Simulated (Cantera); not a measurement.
## Ignition delay

Mixture: CH₃OH : O₂ : N₂ = 1 : 2.63 : 12.9 (molar parts), at 100000 Pa, adiabatic and at constant volume. Ignition delay is the time to a rise of 400 K.

Cantera simulation using GRI-Mech 3.0 (53 species, 325 reactions); the numbers are that mechanism's predictions, not measurements. GRI-Mech 3.0 was tuned for natural gas; its chemistry of methanol as a main component is partial and can be far from experiment.

```csv
T0 (K),delay (ms)
1025,341
1100,68.8
1175,17.2
1250,5.17
1325,1.83
1400,0.747
1475,0.345
1550,0.177
1625,0.0984
```

- apparent activation energy between 1475 and 1625 K: 170 kJ/mol
